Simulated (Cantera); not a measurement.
Charge: 1 mol SiC, 0.037 mol CO2, 49 mol N2, 0.0067 mol O2, at 1275 °C and 330000 Pa.

These are equilibrium values from Cantera (NASA tables, ideal gas, pure condensed phases), not measurements of a reactor. Candidate condensed phases: C, Si, SiC, SiO2, Si2N2O, Si3N4; 34 gas species. Mutual solubility and eutectic melting of coexisting phases are not modelled. Rates play no part.

Task: What is the equilibrium state?

Result: 
```
Property                               Value
--------------------------------  ----------
x(N2)                                  1.000
x(CO)                                9.06e-5
n(C(graphite))                      1.03 mol
n(Si2N2O(s))                      0.0830 mol
n(Si3N4(s))                        0.278 mol
gas amount                         48.37 mol
log10 activity of Si(s) (absent)       -2.96
```
